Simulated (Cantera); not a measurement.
A perfectly stirred reactor is fed with CH₄ : H₂ = 1 : 80 (molar parts), at 34.5 Torr; it is held at 1575 K, and followed from long to short residence time.

Model: GRI-Mech 3.0 (53 species, 325 reactions), integrated in Cantera. GRI-Mech 3.0 stops at C3 and has no aromatics, soot or wall deposition, so with more carbon than oxygen in the feed, carbon stays in small species such as C2H2 where larger ones or solid carbon would form. Radical loss at walls, strong at low pressure, is not modelled.

Question: What does this change do: CH4 1 to 1.6 parts?

Answer: 
```csv
quantity,before,after
x(CH₄) at τ = 6.30 s,0.00912,0.0131
x(H₂) at τ = 6.30 s,0.989,0.984
x(H) at τ = 6.30 s,0.000184,0.000181
x(CH₃) at τ = 6.30 s,3.44e-5,4.88e-5
x(C₂H₂) at τ = 6.30 s,0.00156,0.00314
x(CH₄) at τ = 22.0 ms,0.0123,0.0196
x(H₂) at τ = 22.0 ms,0.988,0.980
x(H) at τ = 22.0 ms,4.74e-5,6.34e-5
x(CH₃) at τ = 22.0 ms,1.20e-5,2.57e-5
x(C₂H₂) at τ = 22.0 ms,2.05e-7,1.10e-6
```
